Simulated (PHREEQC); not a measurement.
Consider water at 25 °C with 0.01 mol/kgw HF and 0.0005 mol/kgw NH4HF2. Closed to the air; pH follows from the charge balance.

Computed with PHREEQC (ion-association model, phreeqc.dat).

```csv
quantity,before,after
pH,2.67,2.60
ionic strength (mol/kgw),0.00277,0.00352
HF (mol/kgw),0.00815,0.00847
F- (mol/kgw),0.00268,0.00238
HF2- (mol/kgw),8.39e-5,7.73e-5
NH3 (mol/kgw),1.25e-10,1.05e-10
```

Q: Name the change that produced these shifts.
A) temperature from 25 to 70 °C
B) temperature from 25 to 5 °C
C) NH4HF2 replaced by (NH4)2SO4 at the same molality
D) 0.0004 mol/kgw H2SO4 added

A: D, 0.0004 mol/kgw H2SO4 added

This is a speciation only: nothing precipitates in the calculation.
